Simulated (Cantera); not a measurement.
Input: 1 mol HMDSO, 0.38 mol O2, 0.37 mol H2, equilibrated at 377 °C and 0.000250 bar.

These are equilibrium values from Cantera (NASA tables, ideal gas, pure condensed phases), not measurements of a reactor. Candidate condensed phases: C, C6H6, C7H8, C8H18, H2O, Si, SiC, SiO2; 123 gas species. The feed counts by its element totals alone. Kinetics and transport are ignored.

Question: What is the equilibrium state?

Answer: 
```
Property                              Value
--------------------------------  ---------
x(H2)                                 0.994
x(CH4)                              0.00642
n(C(graphite))                     4.82 mol
n(SiC(s))                          1.12 mol
n(SiO2(α-quartz))                 0.880 mol
gas amount                        9.310 mol
log10 activity of Si(s) (absent)      -5.47
```
